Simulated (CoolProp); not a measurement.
Model: reference Helmholtz-energy equation of state, Gao 2020, in CoolProp.

Question: Give the vapour pressure (MPa), liquid density (kg/m³), vapour density (kg/m³), enthalpy of vaporisation (kJ/kg) of saturated ammonia at -36.95, -22.95 °C.

Answer: 
```csv
T (°C),p (MPa),liquid density (kg/m³),vapour density (kg/m³),enthalpy of vaporisation (kJ/kg)
-36.95,0.0841,686,0.748,1380
-22.95,0.166,669,1.42,1340
```
